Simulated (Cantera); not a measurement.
## NO annealing gas

An isothermal, constant-pressure homogeneous reactor starts with 47.6 % NO, 52.4 % N2, at 1923 K and 233 Torr.

Detailed kinetics in Cantera: GRI-Mech 3.0 (53 species, 325 reactions).

```json
[
 {"t (s)": "0.000200", "x NO": "0.476", "x O": "6.75e-6", "x N2O": "8.73e-6", "x N2": "0.524", "x O2": "1.21e-7", "x NO2": "2.76e-6"},
 {"t (s)": "0.000465", "x NO": "0.476", "x O": "1.29e-5", "x N2O": "1.92e-5", "x N2": "0.524", "x O2": "6.66e-7", "x NO2": "1.01e-5"},
 {"t (s)": "0.00108", "x NO": "0.476", "x O": "2.55e-5", "x N2O": "3.91e-5", "x N2": "0.524", "x O2": "4.52e-6", "x NO2": "2.97e-5"},
 {"t (s)": "0.00251", "x NO": "0.476", "x O": "4.66e-5", "x N2O": "6.83e-5", "x N2": "0.524", "x O2": "3.48e-5", "x NO2": "6.50e-5"},
 {"t (s)": "0.00585", "x NO": "0.476", "x O": "5.98e-5", "x N2O": "9.21e-5", "x N2": "0.524", "x O2": "0.000183", "x NO2": "8.73e-5"},
 {"t (s)": "0.0136", "x NO": "0.475", "x O": "6.30e-5", "x N2O": "9.78e-5", "x N2": "0.524", "x O2": "0.000595", "x NO2": "9.24e-5"},
 {"t (s)": "0.0316", "x NO": "0.473", "x O": "6.63e-5", "x N2O": "9.69e-5", "x N2": "0.525", "x O2": "0.00157", "x NO2": "9.78e-5"},
 {"t (s)": "0.0735", "x NO": "0.468", "x O": "7.34e-5", "x N2O": "9.46e-5", "x N2": "0.528", "x O2": "0.00383", "x NO2": "0.000109"},
 {"t (s)": "0.171", "x NO": "0.458", "x O": "8.74e-5", "x N2O": "8.96e-5", "x N2": "0.533", "x O2": "0.00908", "x NO2": "0.000131"},
 {"t (s)": "0.398", "x NO": "0.434", "x O": "0.000113", "x N2O": "7.92e-5", "x N2": "0.545", "x O2": "0.0211", "x NO2": "0.000165"},
 {"t (s)": "0.925", "x NO": "0.381", "x O": "0.000154", "x N2O": "5.98e-5", "x N2": "0.571", "x O2": "0.0471", "x NO2": "0.000204"},
 {"t (s)": "2.15", "x NO": "0.284", "x O": "0.000209", "x N2O": "3.22e-5", "x N2": "0.620", "x O2": "0.0958", "x NO2": "0.000212"},
 {"t (s)": "5.00", "x NO": "0.151", "x O": "0.000266", "x N2O": "8.95e-6", "x N2": "0.686", "x O2": "0.162", "x NO2": "0.000146"}
]
```
x: mole fraction; the columns are a selection and need not sum to one.

Equilibrium at this temperature and pressure: NO 0.00640, O 0.000317, N2O 1.98e-7, N2 0.759, O2 0.235, NO2 7.42e-6 (gas phase only).
